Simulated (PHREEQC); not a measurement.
Make-up at 66 °C: 0.0153 mol/kgw HCl, 0.18 mol/kgw AlCl3 and 0.00048 mol/kgw MnSO4. Closed to the air; pH follows from the charge balance.

Equilibrium calculation in PHREEQC: ion-association model, phreeqc.dat.

Precipitation was switched off in this run.

Q: What pH does the model give?

A: pH 1.94.

Q: In which forms is S present?

A: AlSO4+ 88 %, SO4-2 7.9 %, HSO4- 4.1 % of the S.

Ionic strength above about 0.7 mol/kgw puts this run outside the model's range. Constants without temperature data keep their 25 °C values here.
